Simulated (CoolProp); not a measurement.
Vapour pressure (kPa) of ethylbenzene: the reference equation beside estimates from Tc = 617.1 K, pc = 3622 kPa, ω = 0.304. Clausius-Clapeyron is anchored at 334.3 K with a constant enthalpy of vaporisation of 40.15 kJ/mol.

Computed with CoolProp (reference Helmholtz-energy equation of state, Zhou 2012).

```csv
T (K),reference,Lee-Kesler,Clausius-Clapeyron,van der Waals,Redlich-Kwong,Peng-Robinson
334.3,7.781,7.456,7.781,169.9,23.26,8.028
345.6,12.48,12.03,12.48,208.9,34.59,12.77
357,19.39,18.81,19.50,254.1,50.02,19.71
368.3,29.07,28.37,29.53,305.1,70.11,29.40
379.7,42.48,41.70,43.77,363.3,96.12,42.78
391,60.29,59.51,63.21,427.9,128.5,60.53
402.4,83.84,83.17,89.70,500.6,168.9,83.98
413.7,113.8,113.4,124.5,580.2,217.5,113.8
425.1,152.0,152.1,170.3,668.7,276.2,151.9
436.4,199.0,199.7,228.5,764.7,344.9,198.8
447.8,257.0,258.7,302.8,870.2,426.0,256.8
459.1,326.5,329.3,394.9,983.6,518.9,326.4
470.5,410.3,414.5,509.5,1107,626.2,410.6
481.8,508.4,514.1,648.2,1239,747.1,509.4
```

Absolute difference from the reference over all 14 rows, mean and median: Lee-Kesler 1.5 and 1.1 %, Clausius-Clapeyron 10.3 and 8.2 %, van der Waals 676.2 and 453.5 %, Redlich-Kwong 106.2 and 96.3 %, Peng-Robinson 0.7 and 0.2 %.
